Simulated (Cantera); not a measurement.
A closed system holds: 1 mol BCl3, 0.5 mol O2, 95 mol H2, equilibrated at 1200 °C and 0.000880 bar.

Equilibrium computed with Cantera from the NASA thermochemical tables; the gas is ideal and each condensed phase is pure. Candidate condensed phases: B, B2O3, B3O3H3, H2O; 33 gas species. The tables' values for BOCl, BCl are old estimates; treat these amounts as uncertain. Kinetics and transport are ignored.

Base state: H2 0.959, HCl 0.0305, HBO 0.00846, B2O2 0.000598, H 0.000419, BOCl 0.000369, BO 0.000100, BCl 7.24e-5 (mole fractions); condensed: gas only.

Q: What changes in the equilibrium state with this change: BCl3 replaced by B?

A: 
| species | before | after |
|---|---|---|
| H2 | 0.959 | 0.990 |
| HBO | 0.00846 | 0.00897 |
| B2O2 | 0.000598 | 0.000653 |
| HCl | 0.0305 | 0 |
| BOCl | 0.000369 | 0 |
| BCl | 7.24e-5 | 0 |
| Cl | 1.08e-5 | 0 |
| B(s), mol | 0 | 0.00276 |
